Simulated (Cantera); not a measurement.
Charge: 1 mol NF3, 0.12 mol SO2, 2 mol H2, equilibrated at 31.0 Pa.

Equilibrium computed with Cantera from the NASA thermochemical tables; the gas is ideal and each condensed phase is pure. Candidate condensed phases: H2O, H2SO4, S; 62 gas species. The numbers say what is thermodynamically allowed, not how fast it happens.

x: gas mole fraction; nothing condenses.

```
T (K)   x HF    x H     x F    x N2     x O     x S  x H2
-----  -----  -----  ------  ------  ------  ------  ----
2748   0.467  0.272  0.0960  0.0936  0.0414  0.0211   [?]
2798   0.419  0.297   0.125  0.0904  0.0410  0.0208   [?]
2848   0.366  0.324   0.157  0.0870  0.0401  0.0203   [?]
2898   0.312  0.351   0.191  0.0835  0.0389  0.0197   [?]
2948   0.258  0.378   0.223  0.0801  0.0376  0.0190   [?]
2998   0.209  0.403   0.254  0.0769  0.0363  0.0183   [?]
3048   0.165  0.425   0.281  0.0740  0.0351  0.0177   [?]
3098   0.127  0.444   0.304  0.0715  0.0341  0.0172   [?]
```

Complete the blanks.


- 2748, x H2: 0.00498
- 2798, x H2: 0.00415
- 2848, x H2: 0.00349
- 2898, x H2: 0.00294
- 2948, x H2: 0.00246
- 2998, x H2: 0.00205
- 3048, x H2: 0.00168
- 3098, x H2: 0.00137
